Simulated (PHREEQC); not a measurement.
0.065 g of hydrous ferric oxide (600 m²/g; 0.2 weak and 0.005 strong sites per Fe, Dzombak-Morel constants, diffuse double layer) in 1 kg of water with 0.01 mol/kgw of an inert sodium salt and 2.9e-07 mol/kgw NaF, at 25 °C; the pH is set by adding NaOH or the inert anion's acid. O2 is buffered at 0.21 atm. CO2 from the air is kept out. No solid was allowed to form.

The series has 13 steps of pH, from 4 to 10.

Model: ion-association model, wateq4f.dat, run in PHREEQC.

Task: Near which pH is half of the F sorbed, and on which side is more sorbed?

Result: Near pH 5.3, with more sorbed at lower pH.

Complexes and solids missing from the database can't appear.
